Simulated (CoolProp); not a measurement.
The fluid at 298.15 K and 3.93 MPa flows at 2.4 m/s in a round tube of 4.6 mm bore and 1.5 µm roughness, fully developed (64/Re and Nu = 3.66 if laminar; Colebrook and Gnielinski if turbulent). The same conditions are run with several fluids, on thermodynamics alone (safety and materials aside).

The numbers come from the reference Helmholtz-energy equation of state of each fluid (ethanol: Schroeder 2014; m-xylene: Zhou 2012; R141b: Lemmon 2006; R507A: Lemmon 2003; isobutane: Bücker 2006) in CoolProp. Blends and air are pseudo-pure fits.

| fluid | Reynolds number | Darcy friction factor | pressure drop (Pa/m) | heat-transfer coefficient (W/(m² K)) | mass flow (kg/h) |
|---|---|---|---|---|---|
| ethanol | 7850 | 0.0334 | 16500 | 3070 | 113 |
| m-xylene | 15900 | 0.0280 | 15100 | 3620 | 124 |
| R141b | 32200 | 0.0240 | 18600 | 4120 | 178 |
| R507A | 85100 | 0.0201 | 13500 | 5570 | 155 |
| isobutane | 38400 | 0.0232 | 8090 | 4320 | 80.1 |

Transport values come from each fluid's own correlations; those of R141b are estimates that may be off by 10 % or more.
